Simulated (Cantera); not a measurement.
Charge: 1 mol Si₃N₄, 0.078 mol CO₂, 13 mol H₂, at 1802 °C and 1.10 bar.

Cantera equilibrium calculation (NASA polynomials, part measured and part estimated; ideal gas, pure solids and liquids). Candidate condensed phases: C, C₆H₆, C₇H₈, C₈H₁₈, H₂O, Si, SiC, SiO₂, Si₂N₂O, Si₃N₄; 151 gas species. Mutual solubility and eutectic melting of coexisting phases are not modelled. Gases not in the tables: Si₂H₆ and higher silanes. Kinetics and transport are ignored.

Base state: H₂ 0.855, N₂ 0.132, SiO 0.00701, CO 0.00327, H 0.00235, HCN 0.000471, SiH₂ 0.000137, Si 9.26e-5 (mole fractions); condensed: Si(l) + SiC(s).

Q: What changes in the equilibrium state with this change: temperature from 1802 °C to 1552 °C?

A: 
| species | before | after |
|---|---|---|
| H₂ | 0.855 | 0.987 |
| N₂ | 0.132 | 0.0120 |
| SiO | 0.00701 | 0.000440 |
| CO | 0.00327 | 5.36e-5 |
| HNC | 3.05e-5 | 8.14e-7 |
| HCN | 0.000471 | 2.03e-5 |
| Si | 9.26e-5 | 4.13e-6 |
| Si(l), mol | 2.87 | 0.0787 |
| SiC(s), mol | 0.0203 | 0.0767 |
| Si₂N₂O(s), mol | 0 | 0.149 |
| Si₃N₄(s), mol | 0 | 0.846 |
